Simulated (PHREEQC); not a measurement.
# Phosphoric acid bath

A solution holds 0.00126 mol/kgw H3PO4, at 35 °C. Closed to the air; pH follows from the charge balance.

The numbers come from PHREEQC with the ion-association model, phreeqc.dat.

Precipitation was switched off in this run.

**Question.** Predict the pH.

**Answer.** pH 2.98.

**Question.** In which forms is P present?

**Answer.** H2PO4- 86 %, H3PO4 14 % of the P.
